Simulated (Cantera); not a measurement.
An adiabatic, constant-pressure homogeneous reactor starts with CH4 : C2H6 : C3H8 : O2 : N2 = 1 : 0.13 : 0.27 : 6.56 : 24.7 (molar parts), at 1798 K and 0.250 bar.

Cantera simulation using GRI-Mech 3.0 (53 species, 325 reactions); the numbers are that mechanism's predictions, not measurements. GRI-Mech 3.0 was tuned for natural gas; its chemistry of propane as a main component is partial and can be far from experiment.

Predict: time of steepest temperature rise; temperature at 0.300 s; equilibrium temperature; x(CO) at 0.300 s; x(HCO) at 0.300 s; x(NO) at 0.300 s.


| Property | Value |
|---|---|
| time of steepest temperature rise | 59.5 µs |
| temperature at 0.300 s | 2581 K |
| equilibrium temperature | 2581 K |
| x(CO) at 0.300 s | 0.0177 (gas-phase equilibrium 0.0177) |
| x(HCO) at 0.300 s | 2.94e-9 (gas-phase equilibrium 2.94e-9) |
| x(NO) at 0.300 s | 0.0152 (gas-phase equilibrium 0.0152) |
